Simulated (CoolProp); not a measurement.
Saturation properties of 1-butene.

Model: reference Helmholtz-energy equation of state, Lemmon 2005, in CoolProp. It is a short technical equation, of lower accuracy than the large ones.

```
T (°C)  p (bar)  liquid cp (kJ/(kg K))  vapour Z  surface tension (mN/m)
------  -------  ---------------------  --------  ----------------------
-14.85   0.7171                  2.134    0.9666                    17.1
-9.25    0.9021                  2.155    0.9610                    16.4
-3.65     1.122                  2.177    0.9548                    15.6
1.85      1.378                  2.200    0.9481                    14.9
7.45      1.681                  2.225    0.9407                    14.2
12.95     2.027                  2.250    0.9328                    13.5
18.55     2.432                  2.276    0.9240                    12.8
24.15     2.896                  2.305    0.9146                    12.1
29.65     3.414                  2.334    0.9046                    11.4
35.25     4.010                  2.365    0.8938                    10.7
40.75     4.669                  2.398    0.8823                    10.1
46.35     5.418                  2.433    0.8699                    9.41
51.95     6.254                  2.471    0.8566                    8.75
57.45     7.164                  2.511    0.8427                    8.12
```

It boils at -6.3 °C under 1 atm.

Surface tension comes from a separate correlation (Mulero 2012).
